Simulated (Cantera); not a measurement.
Feed: 1 mol SiCl4, 13 mol NH3, 0.15 mol H2, at 1525 °C and 10.0 mbar.

Cantera equilibrium calculation (NASA polynomials, part measured and part estimated; ideal gas, pure solids and liquids). Candidate condensed phases: NH4Cl, Si, Si3N4; 28 gas species. The tables' values for SiCl, SiCl3 are old estimates; treat these amounts as uncertain. Gases not in the tables: Si2H6 and higher silanes. Rates play no part.

Base state: H2 0.655, N2 0.230, HCl 0.0801, SiCl2 0.0304, H 0.00285, Si 0.000309, SiCl 0.000268, Cl 0.000267 (mole fractions); condensed: Si(l).

### Question
What changes in the equilibrium state with this change: temperature from 1525 °C to 1175 °C?

### Answer
```tsv
species	before	after
H2	0.655	0.645
N2	0.230	0.214
HCl	0.0801	0.137
SiCl2	0.0304	0.00350
Si	0.000309	1.14e-8
Si2N	1.06e-5	<1e-9
Si(l), mol	0.121	0
Si3N4(s), mol	0	0.299
```
The tables' values for SiCl3 are old estimates; treat these amounts as uncertain.

### Question
What changes in the equilibrium state with this change: 0.13 mol O2 added?

### Answer
| species | before | after |
|---|---|---|
| H2 | 0.655 | 0.645 |
| N2 | 0.230 | 0.228 |
| HCl | 0.0801 | 0.0888 |
| SiO | 0 | 0.00914 |
| SiCl2 | 0.0304 | 0.0254 |
| Si2N | 1.06e-5 | 4.75e-6 |
| SiH2 | 1.94e-5 | 1.27e-5 |
| SiH | 2.87e-5 | 1.91e-5 |
| Si(l), mol | 0.121 | 0 |
Further candidate phases: H2O, SiO2, Si2N2O.
